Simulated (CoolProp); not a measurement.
A closed Brayton cycle with carbon dioxide: compressor inlet 305.15 K and 7.8 MPa, high pressure 18.1 MPa, turbine inlet 715 K, compressor efficiency 0.85, turbine efficiency 0.93, recuperator effectiveness 0.95 (on enthalpy, no pinch check). Each further row changes one setting.

The numbers come from the reference Helmholtz-energy equation of state, Span 1996 in CoolProp.

```csv
case,thermal efficiency (%),net work (kJ/kg),compressor to turbine work,compressor exit (K),turbine exit (K)
as stated,32.1,80.1,0.18,329.1,619.6
turbine inlet 665 K,30.2,71.9,0.20,329.1,573.3
compressor inlet 315.15 K,32.3,60.8,0.38,380.6,619.6
high pressure 15.4 MPa,29.5,67.0,0.17,324.1,637.6
recuperator effectiveness 0.5,19.6,80.1,0.18,329.1,619.6
```
